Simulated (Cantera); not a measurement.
## Roasting and sulfation: FeS₂ + SO₂ + N₂ + H₂S

A closed system holds: 1 mol FeS₂, 3.8 mol SO₂, 5.8 mol N₂, 0.079 mol H₂S, held at 13.3 mbar.

Cantera equilibrium calculation (NASA polynomials, part measured and part estimated; ideal gas, pure solids and liquids). Candidate condensed phases: Fe, FeO, Fe(OH)₂, Fe(OH)₃, FeS, FeSO₄, FeS₂, Fe₂O₃, Fe₂(SO₄)₃, Fe₃O₄, H₂O, H₂SO₄, S; 38 gas species. Metal and sulfide melt together well below either melting point, which pure phases cannot show. Mutual solubility and eutectic melting of coexisting phases are not modelled. The tables' stoichiometric FeO is somewhat more stable than real wüstite, so its field is too wide. FeO, FeS: taken at fixed stoichiometry. Gases not in the tables: S₃ to S₇. Kinetics and transport are ignored.

```
T (K)   x N₂  x SO₂     x S₂      x SO    x H₂O       x S      x H₂     x S₂O  n FeS₂(s)  n Fe₃O₄(s)  n FeS(s)  n FeO(s)  n FeO(l)
-----  -----  -----  -------  --------  -------  --------  --------  --------  ---------  ----------  --------  --------  --------
700    0.598  0.388  0.00578   6.29e-8  0.00802    <1e-12   1.06e-6  0.000317       1.00           0         0         0         0
800    0.597  0.386  0.00810   9.33e-7  0.00803  8.24e-12   4.69e-6  0.000374      0.983     0.00572         0         0         0
900    0.569  0.368   0.0536   1.12e-5  0.00747  7.75e-10   2.15e-5   0.00141          0           0      1.00         0         0
1000   0.569  0.368   0.0537   5.67e-5  0.00750   1.39e-8   5.26e-5   0.00134          0           0      1.00         0         0
1100   0.569  0.368   0.0537  0.000214  0.00749   1.47e-7  0.000110   0.00128          0           0      1.00         0         0
1200   0.568  0.364   0.0575  0.000656  0.00740   1.10e-6  0.000206   0.00130          0      0.0163     0.951         0         0
1300   0.561  0.335   0.0930   0.00181  0.00707   7.40e-6  0.000392   0.00174          0           0     0.436     0.564         0
1400   0.555  0.309    0.122   0.00415  0.00669   3.56e-5  0.000652   0.00200          0           0         0     1.000         0
1500   0.554  0.307    0.121   0.00827  0.00640  0.000123  0.000927   0.00193          0           0         0     1.000         0
1600   0.553  0.303    0.119    0.0150  0.00602  0.000361   0.00124   0.00186          0           0         0     1.000         0
1700   0.551  0.297    0.116    0.0252  0.00559  0.000930   0.00157   0.00177          0           0         0         0     0.999
1800   0.549  0.289    0.111    0.0396  0.00510   0.00214   0.00190   0.00166          0           0         0         0     0.996
1900   0.544  0.278    0.103    0.0585  0.00456   0.00444   0.00218   0.00152          0           0         0         0     0.980
```
x: gas mole fraction; n: condensed amount in mol.

At 700 K the condensed part is FeS₂(s). At 800 K the condensed part is FeS₂(s) + Fe₃O₄(s). From 900 K to 1100 K the condensed part is FeS(s). At 1200 K the condensed part is FeS(s) + Fe₃O₄(s). At 1300 K the condensed part is FeO(s) + FeS(s). From 1400 K to 1600 K the condensed part is FeO(s). From 1700 K to 1900 K the condensed part is FeO(l).
